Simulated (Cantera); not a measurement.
A freely propagating, adiabatic, planar premixed flame of CH₄ : O₂ : N₂ = 1 : 1.82 : 5.82 (molar parts), unburnt at 625 K and 2.10 bar; mixture-averaged transport, grid criteria slope 0.08 and curve 0.16, no radiation.

Detailed kinetics in Cantera: GRI-Mech 3.0 (53 species, 325 reactions). Burning velocities carry a grid error of a few per cent, more on coarse grids.

Task: Predict: laminar burning velocity; thermal thickness; peak x(C₂H₆); peak x(OH); peak x(H₂); peak x(HCN).

Result: 
```
Quantity                     Value
------------------------  --------
laminar burning velocity  145 cm/s
thermal thickness         0.149 mm
peak x(C₂H₆)               0.00140
peak x(OH)                  0.0123
peak x(H₂)                  0.0324
peak x(HCN)                1.16e-5
```
